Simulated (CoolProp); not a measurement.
A Linde-Hampson liquefier for dry air: isothermal reversible compression at 290 K from 1 atm to 40 MPa, throttling to 1 atm, return gas leaving the recuperator 2 K below the feed. Each further row changes one setting.

Model: reference Helmholtz-energy equation of state, Lemmon 2000, in CoolProp. It is a pseudo-pure fit of the blend.

```
case                        liquid yield per pass  compression work (kJ/kg of gas)
--------------------------  ---------------------  -------------------------------
as stated                                   0.112                              501
high pressure 80 MPa                        0.081                              582
warm-end temperature 320 K                  0.082                              557
warm-end gap 7 K                            0.101                              501
```
